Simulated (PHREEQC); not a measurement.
Dissolve 0.048 mol NaH2PO4, 0.0091 mol NaOH and 4.5e-05 mol H4SiO4 per kg of water at 25 °C. Closed to the air; pH follows from the charge balance.

Computed with PHREEQC (ion-association model, phreeqc.dat).

This is a speciation only: nothing precipitates in the calculation.

Q: Estimate the pH, ionic strength, density.

A: pH 6.28; ionic strength 0.0654 mol/kgw; density 1.002 g/cm³.

Q: In which forms is P present?

A: H2PO4- 81 %, HPO4-2 18 %, NaHPO4- 0.9 % of the P.

Complexes and solids missing from the database can't appear.
